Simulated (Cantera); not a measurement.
What does this Cantera script print?

```python
import numpy as np
import cantera as ct

gas_names = """
    H HNO HNO2 HNO3 HO2 H2 H2O H2O2 N NH NH2 NH3 NH2OH NO NO2 NO3 N2 N2H2 N2H4 N2O O OH O2 O3 V VN VO
    VO2
""".split()
cond_names = """
    H2O(s) H2O(L) V(cr) V(L) VN(s) VO(s) VO(L) V2O3(s) V2O3(L) V2O4(I) V2O4(II) V2O4(L) V2O5(s) V2O5(L)
""".split()


# ... load() reads the species with a 1 bar reference pressure and builds the phases ...
atoms = {
    'V': {'V': 1},
    'H2O': {'H': 2, 'O': 1},
    'N2': {'N': 2},
}
top_T = {'VN(s)': 2300}  # K; cautious upper limits of use, not melting points


# ... equilibrate(T, P, feed) seeds the gas with the atoms and calls Mixture.equilibrate('TP', solver="vcs", rtol=1e-11, max_steps=5000) ...
results = []
feed = {'V': 1, 'H2O': 0.022, 'N2': 1.4}  # mol
P = 630  # Pa
for T in [2448, 2498, 2548, 2598, 2648, 2698, 2748]:
    mix = equilibrate(T, P, feed)
    results.append((T, P, feed, dict(zip(mix.species_names, mix.species_moles))))

top = {s: max(r[3][s] / sum(r[3][g] for g in gas_names) for r in results) for s in gas_names}
cols = sorted((s for s in top if top[s] > 0.0001), key=lambda s: -top[s])[:5]
seen = [c for c in cond_names if any(r[3].get(c, 0) > 1e-12 for r in results)]
print("log10 of partial pressures in bar; condensed amounts in mol")
print(f"{'T/K':>10s}" + "".join(f"{s[:9]:>10s}" for s in cols + seen))
for T, P, feed, n in results:
    ng = sum(n[g] for g in gas_names)
    print(f"{T:10.4g}" + "".join(f"{np.log10(max(n[s] / ng * P / 1e5, 1e-99)):10.3f}" for s in cols)
          + "".join(f"{n.get(c, 0):10.4g}" for c in seen))
```

It prints:

```
log10 of partial pressures in bar; condensed amounts in mol
       T/K        N2         V         H        VO        H2      V(L)
      2448    -2.253    -3.309    -3.951    -4.079    -4.500    0.8553
      2498    -2.276    -3.108    -3.921    -4.094    -4.635     0.772
      2548    -2.312    -2.915    -3.914    -4.125    -4.808    0.6285
      2598    -2.372    -2.730    -3.939    -4.181    -5.039    0.3642
      2648    -2.442    -2.598    -3.985    -4.250    -5.304         0
      2698    -2.442    -2.598    -3.973    -4.250    -5.449         0
      2748    -2.442    -2.598    -3.965    -4.250    -5.594         0
```

Method: chemical equilibrium by Gibbs-energy minimisation in Cantera with the NASA 1993 tables (ideal gas, pure condensed phases). Condensed phases not in the tables: V2N, N, O or C dissolved in the metal.
